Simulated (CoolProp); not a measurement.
Computed with CoolProp (reference Helmholtz-energy equation of state, Zhou 2012).

For m-xylene, give the phase and the isothermal compressibility (1/MPa), conductivity (mW/(m K)) at 265.15 °C and 1450 kPa; 314.15 °C and 1450 kPa; 346.85 °C and 1450 kPa.


- 265.15 °C and 1450 kPa: liquid; isothermal compressibility 0.0109, conductivity 78.1
- 314.15 °C and 1450 kPa: gas; isothermal compressibility 0.905, conductivity 39.1
- 346.85 °C and 1450 kPa: gas; isothermal compressibility 0.841, conductivity 43.3

Thermal conductivity comes from a separate model (Mylona 2014).
